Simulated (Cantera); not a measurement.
**Pyrogenic steam for wet oxidation**

A perfectly stirred reactor is fed with 36.8 % H₂, 36.8 % O₂, 26.5 % N₂, at 13300 Pa; it is held at 1400 K, and followed from long to short residence time.

Model: GRI-Mech 3.0 (53 species, 325 reactions), integrated in Cantera. The temperature is held fixed by assumption; the heat of reaction is taken as removed at once.

```json
[
 {"τ (s)": "6.5", "x H₂": "7.93e-5", "x O₂": "0.225", "x OH": "0.000724", "x H₂O₂": "1.65e-7", "x NO": "9.16e-7", "x NO₂": "2.73e-9", "x N₂O": "1.19e-7"},
 {"τ (s)": "3.0", "x H₂": "0.000133", "x O₂": "0.225", "x OH": "0.000941", "x H₂O₂": "2.35e-7", "x NO": "8.40e-7", "x NO₂": "2.41e-9", "x N₂O": "1.31e-7"},
 {"τ (s)": "1.3", "x H₂": "0.000234", "x O₂": "0.225", "x OH": "0.00125", "x H₂O₂": "3.40e-7", "x NO": "7.16e-7", "x NO₂": "1.83e-9", "x N₂O": "1.30e-7"},
 {"τ (s)": "0.61", "x H₂": "0.000388", "x O₂": "0.225", "x OH": "0.00161", "x H₂O₂": "4.66e-7", "x NO": "6.07e-7", "x NO₂": "1.31e-9", "x N₂O": "1.20e-7"},
 {"τ (s)": "0.28", "x H₂": "0.000652", "x O₂": "0.225", "x OH": "0.00210", "x H₂O₂": "6.35e-7", "x NO": "5.33e-7", "x NO₂": "9.10e-10", "x N₂O": "1.04e-7"},
 {"τ (s)": "0.13", "x H₂": "0.00108", "x O₂": "0.224", "x OH": "0.00272", "x H₂O₂": "8.48e-7", "x NO": "5.24e-7", "x NO₂": "6.72e-10", "x N₂O": "8.77e-8"},
 {"τ (s)": "0.057", "x H₂": "0.00187", "x O₂": "0.224", "x OH": "0.00359", "x H₂O₂": "1.14e-6", "x NO": "6.13e-7", "x NO₂": "5.46e-10", "x N₂O": "7.09e-8"},
 {"τ (s)": "0.026", "x H₂": "0.00311", "x O₂": "0.224", "x OH": "0.00466", "x H₂O₂": "1.47e-6", "x NO": "8.32e-7", "x NO₂": "5.01e-10", "x N₂O": "5.68e-8"},
 {"τ (s)": "0.012", "x H₂": "0.00510", "x O₂": "0.223", "x OH": "0.00603", "x H₂O₂": "1.85e-6", "x NO": "1.23e-6", "x NO₂": "4.89e-10", "x N₂O": "4.50e-8"},
 {"τ (s)": "0.0053", "x H₂": "0.00848", "x O₂": "0.223", "x OH": "0.00787", "x H₂O₂": "2.30e-6", "x NO": "1.93e-6", "x NO₂": "4.89e-10", "x N₂O": "3.47e-8"},
 {"τ (s)": "0.0024", "x H₂": "0.0136", "x O₂": "0.222", "x OH": "0.0101", "x H₂O₂": "2.70e-6", "x NO": "2.94e-6", "x NO₂": "4.86e-10", "x N₂O": "2.66e-8"}
]
```
x: mole fraction; the columns are a selection and need not sum to one.
